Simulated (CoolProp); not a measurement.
C3F8 (R218) along the isotherm 204.8 K: density (kg/m³) from the reference equation and from simpler models built on Tc = 345.0 K, pc = 2640 kPa, ω = 0.317; each cubic takes its own stable root.

The numbers come from the reference Helmholtz-energy equation of state, Lemmon 2006 in CoolProp. It is a short technical equation, of lower accuracy than the large ones.

```
p (kPa)   phase  reference
-------  ------  ---------
440      liquid       1731
880      liquid       1732
1320     liquid       1733
1760     liquid       1735
2200     liquid       1736
2640     liquid       1737
3080     liquid       1739
3520     liquid       1740
3960     liquid       1741
4400     liquid       1743
4840     liquid       1744
5280     liquid       1745
5720     liquid       1746
6160     liquid       1748
6600     liquid       1749
```

Q: How far does each simpler model (van der Waals, Redlich-Kwong, Soave-Redlich-Kwong, Peng-Robinson) lie from the reference over these 15 states: mean and median of the absolute difference, and the worst?

A: 
- van der Waals: mean 36.8 %, median 36.8 %, worst -38.0 % at 204.8 K and 440 kPa
- Redlich-Kwong: mean 8.0 %, median 8.0 %, worst -8.7 % at 204.8 K and 440 kPa
- Soave-Redlich-Kwong: mean 4.8 %, median 4.8 %, worst -5.1 % at 204.8 K and 440 kPa
- Peng-Robinson: mean 7.1 %, median 7.2 %, worst +7.3 % at 204.8 K and 6600 kPa
